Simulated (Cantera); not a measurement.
Input (Python, Cantera) and output of one run.

```python
import numpy as np
import cantera as ct

gas_names = [...]  # 87 gases of nasa_gas.yaml made of C, H, Si
cond_names = """
    C(gr) C6H6(L) C7H8(L) C8H18(L),n-octa Si(cr) Si(L) SiC(b)
""".split()


# ... load() reads the species with a 1 bar reference pressure and builds the phases ...
atoms = {
    'Si(CH3)4': {'Si': 1, 'C': 4, 'H': 12},
    'C3H8': {'C': 3, 'H': 8},
    'H2': {'H': 2},
}
top_T = {'C(gr)': 4500, 'SiC(b)': 3050}  # K; cautious upper limits of use, not melting points


# ... equilibrate(T, P, feed) seeds the gas with the atoms and calls Mixture.equilibrate('TP', solver="vcs", rtol=1e-11, max_steps=5000) ...
results = []
feed = {'Si(CH3)4': 1, 'C3H8': 0.0082, 'H2': 29}  # mol
P = 17000  # Pa
for T in [1350, 1425, 1500, 1575, 1650, 1725, 1800, 1875, 1950, 2025, 2100, 2175, 2250, 2325]:
    mix = equilibrate(T, P, feed)
    results.append((T, P, feed, dict(zip(mix.species_names, mix.species_moles))))

top = {s: max(r[3][s] / sum(r[3][g] for g in gas_names) for r in results) for s in gas_names}
cols = sorted((s for s in top if top[s] > 1e-05), key=lambda s: -top[s])[:7]
seen = [c for c in cond_names if any(r[3].get(c, 0) > 1e-12 for r in results)]
print("log10 of partial pressures in bar; condensed amounts in mol")
print(f"{'T/K':>10s}" + "".join(f"{s[:9]:>10s}" for s in cols + seen))
for T, P, feed, n in results:
    ng = sum(n[g] for g in gas_names)
    print(f"{T:10.4g}" + "".join(f"{np.log10(max(n[s] / ng * P / 1e5, 1e-99)):10.3f}" for s in cols)
          + "".join(f"{n.get(c, 0):10.4g}" for c in seen))
```

Result:

```
log10 of partial pressures in bar; condensed amounts in mol
       T/K        H2         H C2H2,acet        Si       CH4      SiC2       SiH     C(gr)    SiC(b)
      1350    -0.770    -6.008    -6.677   -12.120    -3.779   -15.500   -11.701      2.99         1
      1425    -0.770    -5.551    -6.223   -11.064    -3.964   -14.116   -10.802     3.002         1
      1500    -0.770    -5.139    -5.814   -10.115    -4.130   -12.873    -9.994     3.009         1
      1575    -0.770    -4.766    -5.445    -9.257    -4.280   -11.750    -9.264     3.012         1
      1650    -0.770    -4.427    -5.111    -8.478    -4.416   -10.731    -8.601     3.013         1
      1725    -0.770    -4.116    -4.805    -7.767    -4.540    -9.802    -7.997     3.012         1
      1800    -0.770    -3.831    -4.526    -7.116    -4.654    -8.953    -7.444     3.008         1
      1875    -0.770    -3.569    -4.270    -6.518    -4.758    -8.172    -6.936     2.999    0.9999
      1950    -0.771    -3.326    -4.033    -5.967    -4.855    -7.454    -6.468     2.984    0.9996
      2025    -0.772    -3.102    -3.815    -5.456    -4.945    -6.789    -6.036      2.96    0.9988
      2100    -0.774    -2.893    -3.614    -4.983    -5.029    -6.174    -5.635     2.925    0.9966
      2175    -0.776    -2.699    -3.427    -4.543    -5.108    -5.602    -5.263     2.875    0.9908
      2250    -0.779    -2.519    -3.254    -4.132    -5.184    -5.069    -4.917     2.809    0.9765
      2325    -0.784    -2.351    -3.095    -3.748    -5.258    -4.571    -4.595     2.728    0.9422
```

Equilibrium computed with Cantera from the NASA thermochemical tables; the gas is ideal and each condensed phase is pure. Gases not in the tables: Si2H6 and higher silanes.
